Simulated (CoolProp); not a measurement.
Vapour-liquid equilibrium of n-pentane (1) + cyclohexane (2) at 94.65 °C; x and y are mole fractions of (1).

The numbers come from the multi-fluid Helmholtz-energy mixture model, Thol 2019 and Zhou 2014; pair parameters Bell 2016 in CoolProp.

| x | bubble pressure, mixture model (MPa) | bubble pressure, Raoult's law (MPa) | y, mixture model | y, Raoult's law |
|---|---|---|---|---|
| 0.05 | 0.1722 | 0.1699 | 0.159 | 0.154 |
| 0.15 | 0.2125 | 0.2073 | 0.379 | 0.380 |
| 0.25 | 0.2509 | 0.2446 | 0.526 | 0.536 |
| 0.35 | 0.2881 | 0.2820 | 0.634 | 0.651 |
| 0.45 | 0.3244 | 0.3194 | 0.717 | 0.740 |
| 0.55 | 0.3602 | 0.3567 | 0.786 | 0.809 |
| 0.65 | 0.3959 | 0.3941 | 0.843 | 0.866 |
| 0.75 | 0.4319 | 0.4315 | 0.894 | 0.912 |
| 0.85 | 0.4684 | 0.4689 | 0.939 | 0.952 |
| 0.95 | 0.5058 | 0.5062 | 0.980 | 0.985 |

The largest gap from Raoult's law is +2.6 % in bubble pressure, at x = 0.25. No azeotrope shows between x = 0.05 and 0.95.

Pair parameters are fitted to limited data, so mixtures are less certain than the pure fluids.
